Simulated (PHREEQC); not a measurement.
Make-up at 60 °C: 0.43 mol/kgw NH4HF2, 0.0004 mol/kgw H2SiF6, 0.0052 mol/kgw H3BO3 and 0.0079 mol/kgw H2SO4. Closed to the air; pH follows from the charge balance.

All values are PHREEQC results (ion-association model, wateq4f.dat), not measurements.

This is a speciation only: nothing precipitates in the calculation.

Question: Order these S species by the share of S that they hold, largest first: HSO4-, NH4SO4-, SO4-2.

Answer: NH4SO4- (53 %), SO4-2 (46 %), HSO4- (1.6 %)

Question: Order these F species by the share of F that they hold, largest first: BF4-, HF2-, HF, F-, H2F2.

Answer: HF2- (45 %), F- (25 %), HF (21 %), H2F2 (6.0 %), BF4- (2.4 %)

The pH is 3.29 and the ionic strength 0.430 mol/kgw. Complexes and solids missing from the database can't appear. wateq4f.dat counts part of the HF as a dimer, H2F2, which phreeqc.dat doesn't know; its constant is uncertain. At this temperature some constants are extrapolated from 25 °C, and those without enthalpy data are left unchanged. SiF6-2 is the database's only silicon fluoride. Real BF4- forms and hydrolyses slowly; the run takes it at equilibrium.
